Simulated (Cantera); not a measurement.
Feed: 1 mol Si3N4, 1.4 mol HCl, equilibrated at 1000 °C and 0.133 bar.

These are equilibrium values from Cantera (NASA tables, ideal gas, pure condensed phases), not measurements of a reactor. Candidate condensed phases: NH4Cl, Si, Si3N4; 28 gas species. The tables' values for SiCl3 are old estimates; treat these amounts as uncertain. Kinetics and transport are ignored.

Base state: HCl 0.450, H2 0.297, SiCl4 0.142, N2 0.101, SiCl3 0.00510, SiHCl3 0.00375, SiCl2 0.00120, SiH2Cl2 1.37e-5 (mole fractions); condensed: Si3N4(s).

Question: What changes in the equilibrium state with this change: temperature from 1000 °C to 1552 °C?

Answer: 
```csv
species,before,after
H2,0.297,0.303
SiCl2,0.00120,0.273
HCl,0.450,0.209
SiCl4,0.142,0.00165
SiCl3,0.00510,0.0171
N2,0.101,0.195
SiCl,<1e-9,0.000224
Si,<1e-9,2.17e-5
H,1.06e-6,0.000663
"Si3N4(s), mol",0.932,0.832
```
The tables' values for SiCl3, SiCl are old estimates; treat these amounts as uncertain.
